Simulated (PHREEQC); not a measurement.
A made-up water analysis in mg/kgw, 45 °C, pH 4.08, pe 8.9: Na 804; K 94.5; Ca 162; Mg 107; Cl 696; S(6) as SO4 2230; Fe(3) 274; Br 15.8; O(0) (dissolved oxygen) 3.3; Si as SiO2 0.357; Cu(2) 2.25; Pb 11.8.

Valence states are taken as typed.

Equilibrium calculation in PHREEQC: ion-association model, phreeqc.dat.

No solid was allowed to form.

### Question
Predict the ionic strength, density, charge-balance error.

### Answer
ionic strength 0.0783 mol/kgw; density 0.994 g/cm³; charge-balance error -4.7 %.

### Question
In which forms is Ca present?

### Answer
Ca+2 64 %, CaSO4 36 % of the Ca.

Saturation is exceeded, for instance for Jarosite-K, Anglesite; the values hold only as long as no solid forms. Constants without temperature data keep their 25 °C values here.
